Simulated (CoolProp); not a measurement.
Octamethylcyclotetrasiloxane (D4) along the isobar 1.78 MPa: density (kg/m³) from the reference equation and from simpler models built on Tc = 586.5 K, pc = 1.347 MPa, ω = 0.598; each cubic takes its own stable root.

Computed with CoolProp (reference Helmholtz-energy equation of state, Thol 2015).

```
T (K)          phase  reference
-----  -------------  ---------
504.3         liquid      694.1
513.2         liquid      679.5
522.1         liquid      664.2
531           liquid      647.9
539.9         liquid      630.5
548.8         liquid      611.7
557.7         liquid      590.9
566.6         liquid      567.3
575.5         liquid      539.6
584.4         liquid      505.0
593.3  supercritical      455.7
602.2  supercritical      367.9
611.1  supercritical      264.8
620    supercritical      213.1
```

Task: How far does each simpler model (van der Waals, Soave-Redlich-Kwong) lie from the reference over these 14 states: mean and median of the absolute difference, and the worst?

Result: 
- van der Waals: mean 31.9 %, median 36.3 %, worst -38.8 % at 504.3 K and 1.78 MPa
- Soave-Redlich-Kwong: mean 13.2 %, median 12.5 %, worst -19.5 % at 593.3 K and 1.78 MPa
